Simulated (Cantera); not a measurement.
Cantera run, input and output.

```python
import numpy as np
import cantera as ct

gas = ct.Solution("gri30.yaml")
gas.TPX = 1925, 54, {'C2H6': 1, 'H2': 4}
reactor = ct.IdealGasConstPressureReactor(gas, energy="off", clone=False)
net = ct.ReactorNet([reactor])
net.rtol, net.atol = 1e-08, 1e-18
show = ['C2H6', 'H2', 'CH3', 'CH4', 'C2H4', 'C2H2', 'CH2']
times = np.geomspace(0.0001, 7, 12)

steps = ct.SolutionArray(gas, extra=["t"])
rows = []
print(f"{'t/s':>10s}{'T/K':>9s}{'P/Pa':>11s}" + "".join(f"{s:>11s}" for s in show))
for t in times:
    while net.time < t:
        t_next = net.step()
        steps.append(gas.state, t=t_next)
    rows.append([np.interp(t, steps.t, y) for y in (steps.T, steps.P, *steps(*show).X.T)])
    print(f"{t:10.3e}{rows[-1][0]:9.1f}{rows[-1][1]:11.4g}" + "".join(f"{x:11.3e}" for x in rows[-1][2:]))
rate = np.gradient(steps.T, steps.t)
print("integrator steps:", len(steps.t))
if steps.T.max() > steps.T[0] + 200:
    print(f"time of steepest temperature rise: {steps.t[rate.argmax()]:.4e} s")
gas.TPX = 1925, 54, {'C2H6': 1, 'H2': 4}
gas.equilibrate("TP")
print(f"equilibrium (TP): T = {gas.T:.1f} K  " + "  ".join(f"{s} {gas[s].X[0]:.3e}" for s in show))
```

It prints:

```
       t/s      T/K       P/Pa       C2H6         H2        CH3        CH4       C2H4       C2H2        CH2
 1.000e-04   1925.0         54  1.815e-01  7.873e-01  2.744e-02  1.755e-03  8.054e-05  3.003e-08  6.208e-06
 2.757e-04   1925.0         54  1.478e-01  7.673e-01  6.067e-02  1.109e-02  1.944e-03  4.449e-06  6.906e-05
 7.602e-04   1925.0         54  6.863e-02  7.226e-01  1.121e-01  5.510e-02  1.695e-02  5.681e-04  2.328e-04
 2.096e-03   1925.0         54  2.701e-03  6.824e-01  1.069e-01  1.334e-01  2.889e-02  1.611e-02  2.914e-04
 5.779e-03   1925.0         54  1.822e-04  7.215e-01  5.752e-02  1.320e-01  1.617e-02  5.402e-02  1.682e-04
 1.593e-02   1925.0         54  8.714e-05  7.576e-01  2.849e-02  1.133e-01  7.474e-03  8.240e-02  8.601e-05
 4.393e-02   1925.0         54  3.539e-05  7.848e-01  1.405e-02  9.004e-02  3.113e-03  1.013e-01  4.288e-05
 1.211e-01   1925.0         54  1.340e-05  8.057e-01  7.409e-03  6.646e-02  1.229e-03  1.145e-01  2.301e-05
 3.340e-01   1925.0         54  4.846e-06  8.235e-01  4.262e-03  4.234e-02  4.583e-04  1.252e-01  1.506e-05
 9.208e-01   1925.0         54  1.209e-06  8.387e-01  2.235e-03  1.964e-02  1.222e-04  1.344e-01  1.096e-05
 2.539e+00   1925.0         54  1.263e-07  8.469e-01  8.447e-04  5.331e-03  1.806e-05  1.401e-01  7.041e-06
 7.000e+00   1925.0         54  2.982e-09  8.454e-01  1.828e-04  6.412e-04  2.757e-06  1.416e-01  3.101e-06
integrator steps: 1327
equilibrium (TP): T = 1925.0 K  C2H6 2.007e-13  H2 8.223e-01  CH3 3.324e-06  CH4 3.658e-06  C2H4 6.439e-07  C2H2 1.401e-01  CH2 1.875e-07
```

Computed with Cantera and GRI-Mech 3.0 (53 species, 325 reactions). GRI-Mech 3.0 stops at C3 and has no aromatics, soot or wall deposition, so with more carbon than oxygen in the feed, carbon stays in small species such as C2H2 where larger ones or solid carbon would form. Radical loss at walls, strong at low pressure, is not modelled.
